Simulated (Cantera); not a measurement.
Cantera run:

```python
import numpy as np
import cantera as ct

gas_names = """
    H HO2 H2 H2O H2O2 H2S H2SO4 Mg MgH MgO MgOH MgO2H2 MgS Mg2 O OH O2 O3 S SH SO SO2 SO3 S2 S2O S8
""".split()
cond_names = """
    H2O(s) H2O(L) H2SO4(L) Mg(cr) Mg(L) MgO(s) MgO(L) MgO2H2(s) MgS(s) MgSO4(s) MgSO4(L) S(cr1) S(cr2)
    S(L)
""".split()


# ... load() reads the species with a 1 bar reference pressure and builds the phases ...
atoms = {
    'MgSO4': {'Mg': 1, 'S': 1, 'O': 4},
    'H2O': {'H': 2, 'O': 1},
    'H2': {'H': 2},
}
top_T = {'MgS(s)': 2250}  # K; cautious upper limits of use, not melting points


# ... equilibrate(T, P, feed) seeds the gas with the atoms and calls Mixture.equilibrate('TP', solver="vcs", rtol=1e-11, max_steps=5000) ...
results = []
T = 1150  # K
P = 13332.2  # Pa
for m in [0.66, 0.82, 1, 1.2, 1.5, 1.9, 2.3, 2.9, 3.6]:
    feed = {'MgSO4': 1, 'H2O': 1.3, 'H2': m}  # mol
    mix = equilibrate(T, P, feed)
    results.append((T, P, feed, dict(zip(mix.species_names, mix.species_moles))))

top = {s: max(r[3][s] / sum(r[3][g] for g in gas_names) for r in results) for s in gas_names}
cols = sorted((s for s in top if top[s] > 1e-06), key=lambda s: -top[s])[:9]
seen = [c for c in cond_names if any(r[3].get(c, 0) > 1e-12 for r in results)]
print("log10 of partial pressures in bar; condensed amounts in mol")
print(f"{'n(H2)':>10s}" + "".join(f"{s[:9]:>10s}" for s in cols + seen))
for T, P, feed, n in results:
    ng = sum(n[g] for g in gas_names)
    print(f"{feed['H2']:10.4g}" + "".join(f"{np.log10(max(n[s] / ng * P / 1e5, 1e-99)):10.3f}" for s in cols)
          + "".join(f"{n.get(c, 0):10.4g}" for c in seen))
```

It prints:

```
log10 of partial pressures in bar; condensed amounts in mol
     n(H2)       H2O       SO2       H2S        S2        H2        O2       SO3       S2O        SO    MgO(s)  MgSO4(s)
      0.66    -1.010    -1.462   -17.291   -21.957    -7.831    -3.092    -3.415   -18.460    -9.573    0.7002    0.2998
      0.82    -1.025    -1.422   -17.144   -21.715    -7.806    -3.173    -3.415   -18.258    -9.492    0.8588    0.1412
         1    -1.032    -1.394   -10.481   -12.803    -5.599    -7.600    -5.600   -11.560    -7.250         1         0
       1.2    -1.022    -1.449    -3.074    -2.977    -3.105   -12.568    -8.140    -4.218    -4.821         1         0
       1.5    -1.006    -1.541    -2.706    -2.570    -2.941   -12.864    -8.380    -3.959    -4.766         1         0
       1.9    -0.989    -1.678    -2.457    -2.352    -2.800   -13.110    -8.640    -3.864    -4.780         1         0
       2.3    -0.976    -1.837    -2.285    -2.246    -2.682   -13.323    -8.905    -3.864    -4.833         1         0
       2.9    -0.966    -2.148    -2.080    -2.193    -2.503   -13.660    -9.385    -3.979    -4.975         1         0
       3.6    -0.971    -2.727    -1.869    -2.290    -2.243   -14.190   -10.228    -4.342    -5.289         1         0
```

Cantera equilibrium calculation (NASA polynomials, part measured and part estimated; ideal gas, pure solids and liquids). Mutual solubility and eutectic melting of coexisting phases are not modelled. Gases not in the tables: S3 to S7.
